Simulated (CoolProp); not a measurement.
Saturated liquid density (kg/m³) of ethanol: the reference equation beside estimates from Tc = 241.6 °C, pc = 6.268 MPa, ω = 0.644. Rackett uses Z = 0.29056 − 0.08775 ω.

Computed with CoolProp (reference Helmholtz-energy equation of state, Schroeder 2014).

| T (°C) | reference | Rackett | van der Waals | Redlich-Kwong | Soave-Redlich-Kwong | Peng-Robinson |
|---|---|---|---|---|---|---|
| -3.75 | 809.5 | 933.6 | 436.5 | 647.1 | 688.0 | 772.3 |
| 10.15 | 797.7 | 915.7 | 429.5 | 635.4 | … | … |
| 23.95 | 786.0 | 897.4 | 422.3 | 623.1 | … | 752.4 |
| 37.85 | 773.9 | 878.6 | … | … | 658.7 | 741.2 |
| 51.75 | 761.5 | 859.2 | 406.8 | 596.5 | 647.3 | 729.0 |
| 65.65 | 748.7 | 839.3 | 398.6 | 582.2 | 635.0 | 715.8 |
| 79.55 | 735.3 | 818.7 | 390.0 | 567.0 | 621.6 | 701.4 |
| 93.45 | 721.1 | 797.4 | 381.0 | 551.0 | 607.0 | 685.6 |
| 107.25 | 705.9 | 775.3 | 371.5 | 534.1 | 591.2 | 668.4 |
| 121.15 | 689.4 | 752.1 | 361.4 | 515.9 | 573.7 | 649.2 |
| 135.05 | 671.2 | 727.7 | 350.6 | 496.6 | 554.4 | 627.9 |
| 148.95 | 651.0 | 701.7 | 339.1 | 475.8 | 532.9 | 604.0 |
| 162.85 | 628.7 | 674.0 | 326.6 | 453.2 | 508.9 | 577.0 |
| 176.75 | 603.8 | 643.8 | 312.9 | 428.6 | 481.8 | 546.2 |

**Question.** Some entries are withheld; supply them.

**Answer.** 
- 10.15, Soave-Redlich-Kwong: 678.9
- 10.15, Peng-Robinson: 762.7
- 23.95, Soave-Redlich-Kwong: 669.2
- 37.85, van der Waals: 414.7
- 37.85, Redlich-Kwong: 610.2

Absolute difference from the reference over all 14 rows, mean and median: Rackett 11.0 and 11.0 %, van der Waals 47.1 and 47.1 %, Redlich-Kwong 23.7 and 23.2 %, Soave-Redlich-Kwong 16.4 and 15.6 %, Peng-Robinson 5.6 and 4.8 %.
